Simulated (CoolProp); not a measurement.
A simple Rankine cycle with the fluoroketone C6F12O (FK-5-1-12): condensing at 302.15 K, boiler at 0.62 MPa, turbine inlet 388.9 K, turbine efficiency 0.75, pump efficiency 0.6, no recuperator. Each further row changes one setting.

Values from CoolProp's reference Helmholtz-energy equation of state, McLinden 2015.

```
case                             thermal efficiency (%)  net work (kJ/kg)  heat in (kJ/kg)  turbine exit temperature (K)  volume ratio over the turbine
-------------------------------  ----------------------  ----------------  ---------------  ----------------------------  -----------------------------
as stated                                          10.1              16.6              164                         361.6                           15.4
turbine inlet 408.9 K                               9.7              17.9              184                         382.5                              …
condensing temperature 294.15 K                       …              18.9              172                         358.9                              …
boiler pressure 0.434 MPa                           8.9                 …                …                         367.1                           9.89
turbine efficiency 0.65                               …                 …              164                         364.1                              …
```

Problem. Fill in the missing entries.

Solution. 
- turbine inlet 408.9 K, volume ratio over the turbine: 14.6
- condensing temperature 294.15 K, thermal efficiency (%): 10.9
- condensing temperature 294.15 K, volume ratio over the turbine: 21.5
- boiler pressure 0.434 MPa, net work (kJ/kg): 14.9
- boiler pressure 0.434 MPa, heat in (kJ/kg): 167
- turbine efficiency 0.65, thermal efficiency (%): 8.7
- turbine efficiency 0.65, net work (kJ/kg): 14.3
- turbine efficiency 0.65, volume ratio over the turbine: 15.5
